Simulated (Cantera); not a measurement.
What does this Cantera script print?

```python
import numpy as np
import cantera as ct

gas_names = """
    B BH BH2 BH3 BN B2 H H2 N NH NH2 NH3 N2 N2H2 N2H4
""".split()
cond_names = """
    B(b) B(L) BN(s)
""".split()


# ... load() reads the species with a 1 bar reference pressure and builds the phases ...
atoms = {
    'BN': {'B': 1, 'N': 1},
    'H2': {'H': 2},
}
top_T = {'BN(s)': 3200}  # K; cautious upper limits of use, not melting points


# ... equilibrate(T, P, feed) seeds the gas with the atoms and calls Mixture.equilibrate('TP', solver="vcs", rtol=1e-11, max_steps=5000) ...
results = []
feed = {'BN': 1, 'H2': 7.2}  # mol
T = 1725  # K
P = 9.9  # Pa
mix = equilibrate(T, P, feed)
results.append((T, P, feed, dict(zip(mix.species_names, mix.species_moles))))
print(gas.report(threshold=0.0001))
for i in range(1, mix.n_phases):
    print(f"{mix.phase(i).name:16s} {mix.phase_moles(i):12.5e} mol")
```

It prints:

```
       temperature   1725 K
          pressure   9.9 Pa
           density   1.561e-06 kg/m^3
  mean mol. weight   2.2615 kg/kmol
   phase of matter   gas

                          1 kg             1 kmol
                     ---------------   ---------------
          enthalpy        2.1009e+07        4.7511e+07  J
   internal energy        1.4667e+07        3.3169e+07  J
           entropy         1.156e+05        2.6143e+05  J/K
    Gibbs function        -1.784e+08       -4.0346e+08  J
 heat capacity c_p             14601             33021  J/K
 heat capacity c_v             10925             24706  J/K

                      mass frac. Y      mole frac. X     chem. pot. / RT
                     ---------------   ---------------   ---------------
                 H         0.0081999          0.018397           -14.134
                H2           0.86594            0.9714           -28.269
                N2           0.12541          0.010124           -40.266
     [  +12 minor]        0.00044526        7.9557e-05

B(b)              1.48078e-01 mol
BN(s)             8.51338e-01 mol
```

Method: chemical equilibrium by Gibbs-energy minimisation in Cantera with the NASA 1993 tables (ideal gas, pure condensed phases). Mutual solubility and eutectic melting of coexisting phases are not modelled. The tables' values for BH2 are old estimates; treat these amounts as uncertain.
